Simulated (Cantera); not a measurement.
Feed: 1 mol SiCl4, 1.2 mol Cl2, 2.5 mol H2, at 827 °C and 97000 Pa.

Equilibrium computed with Cantera from the NASA thermochemical tables; the gas is ideal and each condensed phase is pure. Candidate condensed phases: Si; 19 gas species. The tables' values for SiCl3 are old estimates; treat these amounts as uncertain. Equilibrium is a limit: real reactors are often held back by kinetics, nucleation or transport.

Base state: HCl 0.512, H2 0.275, SiCl4 0.211, SiHCl3 0.00167, SiCl3 0.000181 (mole fractions); condensed: gas only.

What changes in the equilibrium state with this change: Cl2 from 1.2 to 0.54 mol?


```tsv
species	before	after
H2	0.275	0.479
HCl	0.512	0.274
SiCl4	0.211	0.241
SiH2Cl2	1.58e-6	1.91e-5
SiCl2	2.15e-6	1.50e-5
SiHCl3	0.00167	0.00620
SiCl3	0.000181	0.000509
```

What changes in the equilibrium state with this change: temperature from 827 °C to 1052 °C?


```csv
species,before,after
HCl,0.512,0.520
H2,0.275,0.268
SiCl4,0.211,0.202
SiCl2,2.15e-6,0.000473
SiCl3,0.000181,0.00419
SiH2Cl2,1.58e-6,2.02e-5
```
